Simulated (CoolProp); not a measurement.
A simple Rankine cycle with 1,2-dichloroethane: condensing at 328.15 K, boiler at 1.45 MPa, turbine inlet 499 K, turbine efficiency 0.9, pump efficiency 0.6, no recuperator. Each further row changes one setting.

The numbers come from the reference Helmholtz-energy equation of state, Thol 2015 in CoolProp.

```tsv
case	thermal efficiency (%)	net work (kJ/kg)	heat in (kJ/kg)	turbine exit temperature (K)	volume ratio over the turbine
as stated	22.4	107	477	[?]	33.0
condensing temperature 320.15 K	23.5	115	488	354.1	[?]
boiler pressure 1.01 MPa	20.7	[?]	[?]	379.4	[?]
turbine efficiency 0.8	[?]	94.6	477	[?]	34.3
```

Problem. Complete the blanks.

Solution. 
- as stated, turbine exit temperature (K): 363.5
- condensing temperature 320.15 K, volume ratio over the turbine: 44.1
- boiler pressure 1.01 MPa, net work (kJ/kg): 101
- boiler pressure 1.01 MPa, heat in (kJ/kg): 486
- boiler pressure 1.01 MPa, volume ratio over the turbine: 22.6
- turbine efficiency 0.8, thermal efficiency (%): 19.8
- turbine efficiency 0.8, turbine exit temperature (K): 377.0
